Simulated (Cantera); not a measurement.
Feed: 1 mol Si, a varied amount of HCl, at 923.15 K and 0.133 bar.

Method: chemical equilibrium by Gibbs-energy minimisation in Cantera with the NASA 1993 tables (ideal gas, pure condensed phases). Candidate condensed phases: Si; 19 gas species. Equilibrium is a limit: real reactors are often held back by kinetics, nucleation or transport.

Task: Which condensed phases are stable at each of these points (n(HCl) (mol)): 1.8, 2.2, 2.7, 3.4, 4.1, 5.1, 6.3, 7.7, 9.5, 12, 14, 18, 22?

Result: 
```csv
n(HCl) (mol),condensed phases,Si condensed (%)
1.8,Si(s),53.1
2.2,Si(s),42.6
2.7,Si(s),29.6
3.4,Si(s),11.4
4.1,gas only,0.0
5.1,gas only,0.0
6.3,gas only,0.0
7.7,gas only,0.0
9.5,gas only,0.0
12,gas only,0.0
14,gas only,0.0
18,gas only,0.0
22,gas only,0.0
```

From 1.8 mol HCl to 3.4 mol HCl the condensed part is Si(s). From 4.1 mol HCl to 22 mol HCl nothing is condensed.
